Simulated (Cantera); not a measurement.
Charge: 1 mol SiCl4, 0.034 mol CH4, 520 mol H2, 0.0086 mol C2H4, equilibrated at 1825 °C and 0.00133 bar.

These are equilibrium values from Cantera (NASA tables, ideal gas, pure condensed phases), not measurements of a reactor. Candidate condensed phases: C, C6H6, C7H8, C8H18, Si, SiC; 109 gas species. Equilibrium is a limit: real reactors are often held back by kinetics, nucleation or transport.

Base state: H2 0.910, H 0.0804, HCl 0.00688, Si 0.00178, Cl 0.000447, C2H2 (acetylene) 4.16e-5, SiH 3.37e-5 (mole fractions); condensed: gas only.

What changes in the equilibrium state with this change: H2 from 520 to 24 mol?


```csv
species,before,after
H2,0.910,0.767
HCl,0.00688,0.116
H,0.0804,0.0738
Si,0.00178,0.0223
SiCl2,2.02e-6,0.00856
Si2C,3.02e-6,0.000907
SiCl,8.86e-6,0.00204
"SiC(s), mol",0,0.00959
```
The tables' values for SiCl are old estimates; treat these amounts as uncertain. Gases not in the tables: Si2H6 and higher silanes.

What changes in the equilibrium state with this change: pressure from 0.00133 bar to 0.00450 bar?


```
species   before    after
-------  -------  -------
H2         0.910    0.946
H         0.0804   0.0446
HCl      0.00688  0.00720
Si       0.00178  0.00175
SiH2     2.98e-6  1.03e-5
SiCl     8.86e-6  1.64e-5
SiH      3.37e-5  6.21e-5
```
The tables' values for SiCl are old estimates; treat these amounts as uncertain. Gases not in the tables: Si2H6 and higher silanes.

What changes in the equilibrium state with this change: H2 from 520 to 1.2 mol?


```csv
species,before,after
HCl,0.00688,0.490
SiCl2,2.02e-6,0.269
H2,0.910,0.106
Cl,0.000447,0.0933
H,0.0804,0.0274
SiCl3,<1e-9,0.00245
SiCl4,<1e-9,2.22e-5
Cl2,<1e-9,1.04e-5
SiCl,8.86e-6,0.00566
SiC2,3.63e-6,0.000348
"C(graphite), mol",0,0.0471
```
The tables' values for SiCl, SiCl3 are old estimates; treat these amounts as uncertain.
